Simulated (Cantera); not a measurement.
Input (Python, Cantera):

```python
import numpy as np
import cantera as ct

gas = ct.Solution("gri30.yaml")
gas.TPX = 1000, 29000, {'CO': 1, 'H2': 0.27, 'CH4': 0.2, 'O2': 0.609, 'N2': 2.29}
reactor = ct.IdealGasConstPressureReactor(gas, energy="on", clone=False)
net = ct.ReactorNet([reactor])
net.rtol, net.atol = 1e-08, 1e-16
show = ['CO', 'H2', 'CH4', 'CH2O', 'N2O', 'CH2CO', 'OH']
times = np.geomspace(2e-06, 2, 15)

steps = ct.SolutionArray(gas, extra=["t"])
rows = []
print(f"{'t/s':>10s}{'T/K':>9s}{'P/Pa':>11s}" + "".join(f"{s:>11s}" for s in show))
for t in times:
    while net.time < t:
        t_next = net.step()
        steps.append(gas.state, t=t_next)
    rows.append([np.interp(t, steps.t, y) for y in (steps.T, steps.P, *steps(*show).X.T)])
    print(f"{t:10.3e}{rows[-1][0]:9.1f}{rows[-1][1]:11.4g}" + "".join(f"{x:11.3e}" for x in rows[-1][2:]))
rate = np.gradient(steps.T, steps.t)
print("integrator steps:", len(steps.t))
if steps.T.max() > steps.T[0] + 200:
    print(f"time of steepest temperature rise: {steps.t[rate.argmax()]:.4e} s")
gas.TPX = 1000, 29000, {'CO': 1, 'H2': 0.27, 'CH4': 0.2, 'O2': 0.609, 'N2': 2.29}
gas.equilibrate("HP")
print(f"equilibrium (HP): T = {gas.T:.1f} K  " + "  ".join(f"{s} {gas[s].X[0]:.3e}" for s in show))
```

Output:

```
       t/s      T/K       P/Pa         CO         H2        CH4       CH2O        N2O      CH2CO         OH
 2.000e-06   1000.0    2.9e+04  2.289e-01  6.180e-02  4.578e-02  1.185e-16  1.454e-19  1.271e-20  1.470e-12
 5.365e-06   1000.0    2.9e+04  2.289e-01  6.180e-02  4.578e-02  1.442e-15  9.215e-19  1.526e-19  5.723e-12
 1.439e-05   1000.0    2.9e+04  2.289e-01  6.180e-02  4.578e-02  2.131e-14  5.165e-18  2.219e-18  1.473e-11
 3.861e-05   1000.0    2.9e+04  2.289e-01  6.180e-02  4.578e-02  3.195e-13  2.454e-17  3.286e-17  2.939e-11
 1.036e-04   1000.0    2.9e+04  2.289e-01  6.180e-02  4.578e-02  4.398e-12  1.070e-16  4.505e-16  5.432e-11
 2.779e-04   1000.0    2.9e+04  2.289e-01  6.180e-02  4.578e-02  5.609e-11  4.993e-16  5.757e-15  1.231e-10
 7.455e-04   1000.0    2.9e+04  2.289e-01  6.180e-02  4.578e-02  9.536e-10  4.186e-15  1.006e-13  6.994e-10
 2.000e-03   1000.0    2.9e+04  2.289e-01  6.179e-02  4.577e-02  2.608e-07  3.333e-13  5.131e-11  5.367e-08
 5.365e-03   1018.7    2.9e+04  2.286e-01  6.138e-02  4.399e-02  3.001e-04  5.755e-11  1.098e-06  1.967e-06
 1.439e-02   2400.8    2.9e+04  1.775e-01  3.235e-02  2.455e-15  5.090e-10  2.318e-08  4.474e-17  9.563e-03
 3.861e-02   2502.6    2.9e+04  1.764e-01  3.144e-02  1.130e-14  6.443e-10  4.074e-08  1.620e-16  6.684e-03
 1.036e-01   2500.4    2.9e+04  1.766e-01  3.155e-02  1.151e-14  6.470e-10  4.394e-08  1.635e-16  6.599e-03
 2.779e-01   2500.3    2.9e+04  1.766e-01  3.155e-02  1.151e-14  6.471e-10  4.405e-08  1.635e-16  6.596e-03
 7.455e-01   2500.3    2.9e+04  1.766e-01  3.155e-02  1.151e-14  6.471e-10  4.405e-08  1.635e-16  6.596e-03
 2.000e+00   2500.3    2.9e+04  1.766e-01  3.155e-02  1.151e-14  6.471e-10  4.405e-08  1.635e-16  6.596e-03
integrator steps: 1994
time of steepest temperature rise: 1.0931e-02 s
equilibrium (HP): T = 2500.3 K  CO 1.766e-01  H2 3.155e-02  CH4 1.393e-14  CH2O 6.471e-10  N2O 4.405e-08  CH2CO 1.763e-16  OH 6.596e-03
```

Model: GRI-Mech 3.0 (53 species, 325 reactions), integrated in Cantera.
